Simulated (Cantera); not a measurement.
Cantera run:

```python
import numpy as np
import cantera as ct

gas_names = """
    H HO2 H2 H2O H2O2 O OH O2 O3 Ta TaO TaO2
""".split()
cond_names = """
    H2O(s) H2O(L) Ta(cr) Ta(L) Ta2O5(s) Ta2O5(L)
""".split()


def load(file, names, dense=False):
    # The tables refer to 1 bar. Condensed volumes are neglected.
    table = {s.name: s for s in ct.Species.list_from_file(file)}
    out = []
    for n in names:
        d = dict(table[n].input_data)
        d["thermo"] = dict(d["thermo"], **{"reference-pressure": 1e5})
        if dense:
            d["equation-of-state"] = {"model": "constant-volume", "density": "1e6 g/cm^3"}
        out.append(ct.Species.from_dict(d))
    return out


gas = ct.Solution(thermo="ideal-gas", species=load("nasa_gas.yaml", gas_names))
cond = {s.name: ct.Solution(thermo="fixed-stoichiometry", species=[s], name=s.name)
        for s in load("nasa_condensed.yaml", cond_names, dense=True)}
atoms = {
    'Ta': {'Ta': 1},
    'H2O': {'H': 2, 'O': 1},
}
top_T = {}  # K; cautious upper limits of use, not melting points


def equilibrate(T, P, feed):
    n = {}
    for name, mol in feed.items():
        for a, k in atoms[name].items():
            n[a] = n.get(a, 0.0) + k * mol
    gas.TPX = T, P, n
    mass = sum(n.values()) * gas.mean_molecular_weight
    gas.equilibrate("TP")
    valid = [c for c in cond.values() if c.min_temp <= T <= top_T.get(c.name, c.max_temp)]
    mix = ct.Mixture([(gas, mass / gas.mean_molecular_weight)] + [(c, 0.0) for c in valid])
    mix.T, mix.P = T, P
    mix.equilibrate("TP", solver="vcs", rtol=1e-11, max_steps=5000)
    return mix


results = []
feed = {'Ta': 1, 'H2O': 0.46}  # mol
P = 10000  # Pa
for T in [1323, 1423, 1523, 1623, 1723, 1823, 1923, 2023, 2123]:
    mix = equilibrate(T, P, feed)
    results.append((T, P, feed, dict(zip(mix.species_names, mix.species_moles))))

top = {s: max(r[3][s] / sum(r[3][g] for g in gas_names) for r in results) for s in gas_names}
cols = sorted((s for s in top if top[s] > 1e-05), key=lambda s: -top[s])[:7]
seen = [c for c in cond_names if any(r[3].get(c, 0) > 1e-12 for r in results)]
print("log10 of partial pressures in bar; condensed amounts in mol")
print(f"{'T/K':>10s}" + "".join(f"{s[:9]:>10s}" for s in cols + seen))
for T, P, feed, n in results:
    ng = sum(n[g] for g in gas_names)
    print(f"{T:10.4g}" + "".join(f"{np.log10(max(n[s] / ng * P / 1e5, 1e-99)):10.3f}" for s in cols)
          + "".join(f"{n.get(c, 0):10.4g}" for c in seen))
```

Result:

```
log10 of partial pressures in bar; condensed amounts in mol
       T/K        H2         H       H2O      TaO2       TaO    Ta(cr)  Ta2O5(s)  Ta2O5(L)
      1323    -1.000    -6.300    -5.734   -13.846   -14.471     0.816     0.092         0
      1423    -1.000    -5.678    -5.312   -12.195   -12.846     0.816     0.092         0
      1523    -1.000    -5.136    -4.948   -10.767   -11.438     0.816   0.09199         0
      1623    -1.000    -4.661    -4.631    -9.521   -10.208     0.816   0.09198         0
      1723    -1.000    -4.239    -4.354    -8.423    -9.123    0.8161   0.09196         0
      1823    -1.001    -3.864    -4.109    -7.451    -8.159    0.8161   0.09193         0
      1923    -1.002    -3.527    -3.892    -6.584    -7.299    0.8162   0.09188         0
      2023    -1.003    -3.223    -3.698    -5.806    -6.526    0.8164   0.09181         0
      2123    -1.006    -2.948    -3.543    -5.143    -5.846    0.8165         0   0.09172
```

Equilibrium computed with Cantera from the NASA thermochemical tables; the gas is ideal and each condensed phase is pure. Mutual solubility and eutectic melting of coexisting phases are not modelled. Condensed phases not in the tables: N, O or C dissolved in the metal.
